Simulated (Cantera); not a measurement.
A diamond (100) surface in a fixed gas of H2 with x(CH4) = 0.023, x(H) = 0.0035, x(CH3) = 0.0011, 44.3 Torr; coverages are run to steady state.

Cantera simulation using the Harris–Goodwin 1993 mechanism for the reconstructed diamond (100) surface; the numbers are that mechanism's predictions, not measurements.

θ: site fractions in the mechanism's names (c6HH fully hydrogenated, c6H* and c6*H radical sites, c6** diradical, c6HM methylated).

| T (K) | growth (µm/h) | θ c6HH | θ c6H* | θ c6*H | θ c6** | θ c6HM |
|---|---|---|---|---|---|---|
| 925 | 17.6 | 0.518 | 0.00945 | 0.242 | 0.00388 | 0.178 |
| 1000 | 26.1 | 0.493 | 0.0150 | 0.306 | 0.00730 | 0.130 |
| 1075 | 31.4 | 0.469 | 0.0221 | 0.371 | 0.0125 | 0.0846 |
| 1150 | ? | 0.450 | ? | ? | ? | ? |
| 1225 | 15.6 | 0.422 | 0.0399 | 0.487 | 0.0287 | 0.0114 |
| 1300 | 11.5 | 0.388 | 0.0483 | 0.516 | 0.0380 | 0.00284 |
| 1375 | 10.9 | 0.358 | ? | 0.532 | ? | ? |

Q: What belongs in the gaps?

A: 
- 1150, growth (µm/h): 25.6
- 1150, θ c6H*: 0.0308
- 1150, θ c6*H: 0.436
- 1150, θ c6**: 0.0199
- 1150, θ c6HM: 0.0384
- 1375, θ c6H*: 0.0561
- 1375, θ c6**: 0.0476
- 1375, θ c6HM: 0.000694
